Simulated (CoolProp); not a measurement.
Vapour-liquid equilibrium of dimethyl ether (1) + n-pentane (2) at 6.47 bar; x and y are mole fractions of (1).

Computed with CoolProp (multi-fluid Helmholtz-energy mixture model, Wu 2011 and Thol 2019; pair parameters Bell 2016).

Give the bubble temperature and the first vapour's composition at x = 0.35, 0.5, 0.725. Is there an azeotrope?

x = 0.35: 332.0 K, y = 0.777; x = 0.5: 319.5 K, y = 0.879; x = 0.725: 309.3 K, y = 0.942. No azeotrope shows between x = 0.05 and 0.95.

The pair parameters rest on a limited set of measurements; away from them the model extrapolates. The gap from Raoult's law changes sign with composition, which may be real or a fault of the pair parameters; it wasn't checked against measurements.
